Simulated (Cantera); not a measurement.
A perfectly stirred reactor is fed with 2.52 % CH2O, 0.427 % O2, 97.0 % N2, equivalence ratio 5.9, at 370000 Pa; it is held at 1325 K, and followed from long to short residence time.

Cantera simulation using GRI-Mech 3.0 (53 species, 325 reactions); the numbers are that mechanism's predictions, not measurements.

Problem. Predict: x(CH2O) at τ = 29.0 s; x(O2) at τ = 29.0 s; x(OH) at τ = 29.0 s; x(CO) at τ = 29.0 s; x(H) at τ = 29.0 s; x(CH2O) at τ = 89.0 ms; x(O2) at τ = 89.0 ms; x(OH) at τ = 89.0 ms; x(CO) at τ = 89.0 ms; x(H) at τ = 89.0 ms.

Solution. 
```json
{
  "x(CH2O) at τ = 29.0 s": "2.01e-7",
  "x(O2) at τ = 29.0 s": "1.36e-6",
  "x(OH) at τ = 29.0 s": "2.88e-8",
  "x(CO) at τ = 29.0 s": "0.0216",
  "x(H) at τ = 29.0 s": "7.29e-6",
  "x(CH2O) at τ = 89.0 ms": "5.60e-6",
  "x(O2) at τ = 89.0 ms": "3.84e-5",
  "x(OH) at τ = 89.0 ms": "3.99e-7",
  "x(CO) at τ = 89.0 ms": "0.0221",
  "x(H) at τ = 89.0 ms": "8.47e-5"
}
```
